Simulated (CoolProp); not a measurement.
Vapour-liquid equilibrium of R125 (1) + R245fa (2) at 24.3 kPa; x and y are mole fractions of (1).

Values from CoolProp's multi-fluid Helmholtz-energy mixture model, Lemmon 2005 and Akasaka 2015; pair parameters Bell 2016.

```
x     bubble temperature (K)  y at the bubble point  dew temperature at overall composition x (K)  liquid density (mol/L)
----  ----------------------  ---------------------  --------------------------------------------  ----------------------
0.05                   243.4                  0.558                                         256.2                   11.08
0.2                    223.8                  0.897                                         253.2                   11.65
0.35                   215.1                  0.956                                         249.6                   12.03
0.5                    209.9                  0.977                                         245.3                   12.36
0.65                   206.1                  0.988                                         239.8                   12.67
0.8                    203.1                  0.994                                         232.0                   12.97
0.95                   200.6                  0.999                                         216.3                   13.25
```

No azeotrope shows between x = 0.05 and 0.95.

The pair parameters rest on a limited set of measurements; away from them the model extrapolates.
